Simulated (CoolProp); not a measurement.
Vapour pressure (MPa) of ammonia: the reference equation beside estimates from Tc = 405.6 K, pc = 11.36 MPa, ω = 0.256. Clausius-Clapeyron is anchored at 328.8 K with a constant enthalpy of vaporisation of 17.40 kJ/mol.

Computed with CoolProp (reference Helmholtz-energy equation of state, Gao 2020).

```csv
T (K),reference,Lee-Kesler,Clausius-Clapeyron,van der Waals,Redlich-Kwong,Soave-Redlich-Kwong,Peng-Robinson
320.6,1.902,1.920,1.995,4.121,2.566,1.927,1.904
322.7,2.009,2.029,2.082,4.249,2.689,2.037,2.012
324.7,2.116,2.136,2.167,4.372,2.810,2.147,2.119
326.8,2.233,2.254,2.258,4.504,2.941,2.266,2.237
328.8,2.348,2.370,2.348,4.632,3.070,2.384,2.353
330.9,2.474,2.497,2.445,4.769,3.209,2.513,2.480
333,2.605,2.628,2.544,4.908,3.353,2.647,2.612
335,2.734,2.758,2.642,5.043,3.494,2.779,2.742
337.1,2.876,2.900,2.746,5.187,3.646,2.923,2.885
339.1,3.015,3.040,2.849,5.327,3.795,3.066,3.025
341.2,3.167,3.192,2.959,5.476,3.956,3.221,3.178
343.2,3.316,3.342,3.067,5.621,4.113,3.373,3.329
345.3,3.479,3.505,3.182,5.775,4.283,3.540,3.493
347.3,3.640,3.665,3.295,5.925,4.449,3.703,3.655
```

Absolute difference from the reference over all 14 rows, mean and median: Lee-Kesler 0.9 and 0.9 %, Clausius-Clapeyron 4.4 and 4.1 %, van der Waals 87.7 and 86.4 %, Redlich-Kwong 28.4 and 28.3 %, Soave-Redlich-Kwong 1.6 and 1.6 %, Peng-Robinson 0.3 and 0.3 %.
